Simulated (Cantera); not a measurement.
Diamond growth

A diamond (100) surface in a fixed gas of H2 with x(CH4) = 0.0066, x(H) = 0.00038, x(CH3) = 5.6e-05, at 1025 K; coverages are run to steady state.

Computed with Cantera and the Harris–Goodwin 1993 mechanism for the reconstructed diamond (100) surface.

```csv
P (Pa),growth (µm/h),θ c6HH,θ c6H*,θ c6*H,θ c6**,θ c6HM
1400,0.103,0.575,0.0196,0.375,0.00864,0.0150
2100,0.200,0.571,0.0195,0.372,0.00858,0.0200
3100,0.371,0.567,0.0193,0.369,0.00851,0.0255
4700,0.692,0.562,0.0191,0.366,0.00843,0.0317
7000,1.21,0.557,0.0190,0.362,0.00836,0.0375
11000,2.19,0.553,0.0188,0.359,0.00829,0.0434
16000,3.48,0.549,0.0187,0.357,0.00823,0.0475
24000,5.59,0.546,0.0186,0.355,0.00819,0.0510
```
θ: site fractions in the mechanism's names (c6HH fully hydrogenated, c6H* and c6*H radical sites, c6** diradical, c6HM methylated).
